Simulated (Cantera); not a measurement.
Charge: 1 mol Si3N4, 0.044 mol N2O, 150 mol N2, at 1998.15 K and 7.50 Torr.

These are equilibrium values from Cantera (NASA tables, ideal gas, pure condensed phases), not measurements of a reactor. Candidate condensed phases: Si, SiO2, Si2N2O, Si3N4; 16 gas species. The tables' values for SiN are old estimates; treat these amounts as uncertain. Equilibrium is a limit: real reactors are often held back by kinetics, nucleation or transport.

Problem. What is the equilibrium state?

Solution. 
```
Quantity       Result
----------  ---------
x(N2)           0.995
x(Si)         0.00426
x(SiO)       0.000288
x(Si2N)      0.000146
x(SiN)       0.000111
x(Si2)        4.40e-5
x(Si3)        9.44e-6
n(Si(l))     2.23 mol
gas amount  152.8 mol
```
